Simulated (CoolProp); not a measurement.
A single-stage vapour-compression cycle with carbonyl sulfide: evaporating at 264.15 K (dew point), condensing at 319.15 K (bubble point), superheat 0 K, subcooling 0 K, compressor efficiency 0.6, no pressure losses. Each further row changes one setting.

Values from CoolProp's reference Helmholtz-energy equation of state, Lemmon 2006. It is a short technical equation, of lower accuracy than the large ones.

| case | cooling COP | pressure ratio | discharge temperature (K) | refrigerating effect (kJ/kg) | volumetric capacity (kJ/m³) |
|---|---|---|---|---|---|
| as stated | [?] | 4.23 | 402.0 | 204 | 3000 |
| evaporating temperature 269.15 K | [?] | [?] | 392.1 | 206 | [?] |
| condensing temperature 314.15 K | [?] | 3.79 | 390.6 | 211 | 3110 |
| subcooling 5 K | 2.31 | 4.23 | 402.0 | 211 | 3110 |
| superheat 10 K | 2.20 | 4.23 | 416.2 | 211 | 2970 |
| compressor efficiency 0.5 | [?] | 4.23 | 423.4 | 204 | 3000 |

Complete the blanks.


- as stated, cooling COP: 2.23
- evaporating temperature 269.15 K, cooling COP: 2.54
- evaporating temperature 269.15 K, pressure ratio: 3.62
- evaporating temperature 269.15 K, volumetric capacity (kJ/m³): 3520
- condensing temperature 314.15 K, cooling COP: 2.52
- compressor efficiency 0.5, cooling COP: 1.86
